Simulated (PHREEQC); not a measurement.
KOH is added in steps, without added water, to 1 kg of water holding 0.2 mol NaHSO4, 0.054 mol NaOH and 0.068 mol KCl, at 85 °C. O2 is buffered at 0.21 atm. No CO2 enters from the air. Only these solids could form: Halite, Mirabilite.

Base run: PHREEQC, ion-association model, wateq4f.dat. Each further column changes one thing. The table gives pH.

| KOH added (mol) | base | Davies equation for every ion | metal-ligand complexes left out | database pitzer.dat | Debye-Hückel limiting law |
|---|---|---|---|---|---|
| 0 | 1.76 | 1.79 | 1.87 | 1.87 | … |
| 0.02 | 1.87 | 1.90 | 2.00 | 2.00 | 1.66 |
| 0.04 | 2.00 | 2.03 | 2.14 | 2.14 | … |
| 0.05 | 2.06 | 2.09 | 2.21 | 2.21 | … |
| 0.07 | 2.20 | 2.23 | 2.36 | 2.37 | 1.91 |
| 0.09 | 2.37 | 2.40 | 2.53 | 2.55 | 2.04 |
| 0.11 | 2.60 | 2.63 | 2.76 | 2.78 | … |
| 0.12 | 2.75 | 2.79 | 2.92 | 2.94 | 2.39 |
| 0.14 | 3.42 | 3.46 | 3.59 | 3.61 | 3.03 |
| 0.16 | 10.45 | 10.52 | 10.43 | 10.43 | … |

Task: What belongs in the gaps?

Result: 
- 0, Debye-Hückel limiting law: 1.59
- 0.04, Debye-Hückel limiting law: 1.75
- 0.05, Debye-Hückel limiting law: 1.80
- 0.11, Debye-Hückel limiting law: 2.24
- 0.16, Debye-Hückel limiting law: 10.20

Constants without temperature data keep their 25 °C values here. pitzer.dat has no redox and few complexes: it carries them in its interaction parameters. Solids allowed in the column 'database pitzer.dat': Arcanite, Glaserite, Halite, Mirabilite, Misenite, Sylvite, Thenardite.
